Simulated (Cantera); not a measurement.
Charge: 1 mol c-C4F8, 1.7 mol HCl, equilibrated at 2025 °C and 0.100 bar.

Equilibrium computed with Cantera from the NASA thermochemical tables; the gas is ideal and each condensed phase is pure. Candidate condensed phases: C, C6H6, C7H8, C8H18; 118 gas species. The feed counts by its element totals alone. The tables' values for C2F4 are old estimates; treat these amounts as uncertain. Gases not in the tables: C2F6 and larger saturated fluorocarbons. The numbers say what is thermodynamically allowed, not how fast it happens.

Base state: HF 0.304, Cl 0.298, CF4 0.198, CF2 0.133, F 0.0503, CF3 0.00881, HCl 0.00295, Cl2 0.00223 (mole fractions); condensed: C(graphite).

Task: What changes in the equilibrium state with this change: pressure from 0.100 bar to 0.0133 bar?

Result: 
```tsv
species	before	after
HF	0.304	0.256
Cl	0.298	0.255
CF2	0.133	0.224
F	0.0503	0.179
CF4	0.198	0.0748
CClF3	0.000979	8.91e-5
Cl2	0.00223	0.000218
HCl	0.00295	0.000598
CF	0.000833	0.00296
C2F4	1.02e-5	3.86e-6
C(graphite), mol	2.11	1.95
```

Task: What changes in the equilibrium state with this change: temperature from 2025 °C to 1577 °C?

Result: 
```json
[
 {"species": "HF", "before": "0.304", "after": "0.339"},
 {"species": "CF4", "before": "0.198", "after": "0.333"},
 {"species": "Cl", "before": "0.298", "after": "0.252"},
 {"species": "CF2", "before": "0.133", "after": "0.00529"},
 {"species": "F", "before": "0.0503", "after": "0.00103"},
 {"species": "Cl2", "before": "0.00223", "after": "0.0401"},
 {"species": "HCl", "before": "0.00295", "after": "0.0232"},
 {"species": "CF", "before": "0.000833", "after": "2.14e-6"},
 {"species": "CCl2F2", "before": "2.98e-6", "after": "8.87e-5"},
 {"species": "C(graphite), mol", "before": "2.11", "after": "2.38"}
]
```

Task: What changes in the equilibrium state with this change: c-C4F8 replaced by CH3F?

Result: 
```json
[
 {"species": "HCl", "before": "0.00295", "after": "0.433"},
 {"species": "H2", "before": "4.67e-8", "after": "0.266"},
 {"species": "HF", "before": "0.304", "after": "0.266"},
 {"species": "Cl", "before": "0.298", "after": "0.0183"},
 {"species": "CF4", "before": "0.198", "after": "<1e-9"},
 {"species": "CF2", "before": "0.133", "after": "1.79e-8"},
 {"species": "F", "before": "0.0503", "after": "1.84e-5"},
 {"species": "H", "before": "6.55e-6", "after": "0.0156"},
 {"species": "CF3", "before": "0.00881", "after": "<1e-9"},
 {"species": "C2H2 (acetylene)", "before": "<1e-9", "after": "0.00114"},
 {"species": "CClF3", "before": "0.000979", "after": "<1e-9"},
 {"species": "ClF", "before": "0.000647", "after": "1.46e-8"},
 {"species": "C2F4", "before": "1.02e-5", "after": "<1e-9"},
 {"species": "C(graphite), mol", "before": "2.11", "after": "0.991"}
]
```
